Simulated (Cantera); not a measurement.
An isothermal, constant-pressure homogeneous reactor starts with 40.0 % NO, 60.0 % N2, at 1825 K and 1.50 bar.

Computed with Cantera and GRI-Mech 3.0 (53 species, 325 reactions).

Q: Predict: x(NO) at 4.00 s; x(NO2) at 4.00 s; x(O) at 4.00 s; x(N2O) at 4.00 s; x(O2) at 4.00 s; x(N2) at 4.00 s.

A: 
| Quantity | Value |
|---|---|
| x(NO) at 4.00 s | 0.141 (gas-phase equilibrium 0.00443) |
| x(NO2) at 4.00 s | 0.000323 (gas-phase equilibrium 1.25e-5) |
| x(O) at 4.00 s | 4.58e-5 (gas-phase equilibrium 5.61e-5) |
| x(N2O) at 4.00 s | 8.56e-6 (gas-phase equilibrium 3.13e-7) |
| x(O2) at 4.00 s | 0.129 (gas-phase equilibrium 0.198) |
| x(N2) at 4.00 s | 0.730 (gas-phase equilibrium 0.798) |
